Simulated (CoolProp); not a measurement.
c-C4F8 (RC318) at several states: fugacity coefficient from the reference equation and from simpler models built on Tc = 388.4 K, pc = 2778 kPa, ω = 0.355; each cubic takes its own stable root.

Model: reference Helmholtz-energy equation of state, Platzer 1990, in CoolProp. This equation is an older, rougher fit; its heat capacities, sound speeds and derivatives of the liquid may be far off and weren't checked against measurements.

| T (K) | p (kPa) | phase | reference |
|---|---|---|---|
| 373.6 | 3000 | liquid | 0.5227 |
| 360.9 | 5740 | liquid | 0.2623 |
| 339.6 | 66.7 | gas | 0.9876 |
| 397 | 217 | gas | 0.9762 |
| 394.4 | 51.8 | gas | 0.9942 |

Q: How far does each simpler model (van der Waals, Soave-Redlich-Kwong) lie from the reference over these 5 states: mean and median of the absolute difference, and the worst?

A: 
- van der Waals: mean 10.2 %, median 0.3 %, worst +35.5 % at 360.9 K and 5740 kPa
- Soave-Redlich-Kwong: mean 0.9 %, median 0.1 %, worst +3.0 % at 360.9 K and 5740 kPa
